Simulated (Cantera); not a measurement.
Input: 1 mol TEOS, 22 mol CO₂, equilibrated at 920 Pa.

These are equilibrium values from Cantera (NASA tables, ideal gas, pure condensed phases), not measurements of a reactor. Candidate condensed phases: C, C₆H₆, C₇H₈, C₈H₁₈, H₂O, Si, SiC, SiO₂; 123 gas species. The feed counts by its element totals alone. The tables hold silica as quartz up to 1696 K and as liquid above; real silica turns to tridymite and cristobalite and melts near 1996 K. Rates play no part.

Which condensed phases are stable at each of these points (T (°C)): 450, 550, 650, 750, 850, 950, 1050?


```json
[
 {"T (°C)": "450", "condensed phases": "C(graphite) + SiO₂(α-quartz)", "Si condensed (%)": "100.0"},
 {"T (°C)": "550", "condensed phases": "SiO₂(α-quartz)", "Si condensed (%)": "100.0"},
 {"T (°C)": "650", "condensed phases": "SiO₂(β-quartz)", "Si condensed (%)": "100.0"},
 {"T (°C)": "750", "condensed phases": "SiO₂(β-quartz)", "Si condensed (%)": "100.0"},
 {"T (°C)": "850", "condensed phases": "SiO₂(β-quartz)", "Si condensed (%)": "100.0"},
 {"T (°C)": "950", "condensed phases": "SiO₂(β-quartz)", "Si condensed (%)": "100.0"},
 {"T (°C)": "1050", "condensed phases": "SiO₂(β-quartz)", "Si condensed (%)": "100.0"}
]
```

At 450 °C the condensed part is C(graphite) + SiO₂(α-quartz). At 550 °C the condensed part is SiO₂(α-quartz). From 650 °C to 1050 °C the condensed part is SiO₂(β-quartz).
